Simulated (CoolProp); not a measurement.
Ethanol along the isotherm 620 K: Z from the reference equation and from simpler models built on Tc = 514.7 K, pc = 6.268 MPa, ω = 0.644; each cubic takes its own stable root.

Computed with CoolProp (reference Helmholtz-energy equation of state, Schroeder 2014).

```tsv
p (MPa)	phase	reference	van der Waals	Redlich-Kwong	Peng-Robinson
1.31	gas	0.9743	0.9598	0.9583	0.9630
2.61	gas	0.9479	0.9175	0.9156	0.9268
3.92	gas	0.9203	0.8719	0.8712	0.8910
5.22	gas	0.8914	0.8231	0.8258	0.8567
6.53	supercritical	0.8605	0.7699	0.7789	0.8236
7.83	supercritical	0.8277	0.7127	0.7319	0.7929
9.14	supercritical	0.7925	0.6519	0.6853	0.7646
10.4	supercritical	0.7568	0.5974	0.6440	0.7406
11.8	supercritical	0.7158	0.5577	0.6062	0.7182
13.1	supercritical	0.6784	0.5460	0.5822	0.7020
14.4	supercritical	0.6443	0.5505	0.5694	0.6901
15.7	supercritical	0.6161	0.5637	0.5658	0.6826
```
